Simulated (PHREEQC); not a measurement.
KOH is added in steps, without added water, to 1 kg of water holding 0.013 mol/kgw HF, 0.038 mol/kgw KF and 0.0063 mol/kgw H3PO4, at 25 °C. Oxygen alone is held at its pressure in air (log pO2 = -0.68). The system is closed to CO2. No solid was allowed to form.

Base run: PHREEQC, ion-association model, wateq4f.dat. Each further column changes one thing. The table gives HPO4-2 (mol/kgw).

```
KOH added (mol)     base  Debye-Hückel limiting law  Davies equation for every ion  all activity coefficients set to 1  database phreeqc.dat
---------------  -------  -------------------------  -----------------------------  ----------------------------------  --------------------
0                1.54e-6                    1.77e-6                        1.57e-6                             1.09e-6               1.43e-6
0.002417         1.92e-6                    2.22e-6                        1.96e-6                             1.36e-6               1.80e-6
0.004833         2.43e-6                    2.83e-6                        2.49e-6                             1.71e-6               2.30e-6
0.00725          3.16e-6                        ___                        3.23e-6                             2.21e-6               3.02e-6
0.008458         3.65e-6                    4.27e-6                        3.73e-6                             2.54e-6               3.50e-6
0.01087          5.04e-6                    5.95e-6                        5.16e-6                             3.50e-6               4.88e-6
0.01329          7.57e-6                    8.98e-6                        7.75e-6                             5.23e-6                   ___
0.01571          1.35e-5                    1.61e-5                        1.38e-5                             9.27e-6               1.33e-5
0.01812          4.23e-5                    5.04e-5                        4.33e-5                             2.92e-5               4.20e-5
0.02054          0.00122                    0.00124                        0.00122                             0.00114               0.00122
0.02175          0.00235                    0.00238                        0.00235                             0.00220               0.00235
0.02417          0.00463                    0.00470                        0.00463                             0.00434               0.00463
0.02658          0.00564                    0.00563                        0.00563                             0.00543               0.00562
0.029            0.00488                    0.00466                        0.00485                             0.00502                   ___
```

Question: What belongs in the gaps?

Answer: 
- 0.00725, Debye-Hückel limiting law: 3.69e-6
- 0.01329, database phreeqc.dat: 7.40e-6
- 0.029, database phreeqc.dat: 0.00480

H3PO4, which wateq4f.dat lacks, is added to it with the constant of phreeqc.dat.  phreeqc.dat and wateq4f.dat share most of their constants, so their agreement is no independent check.
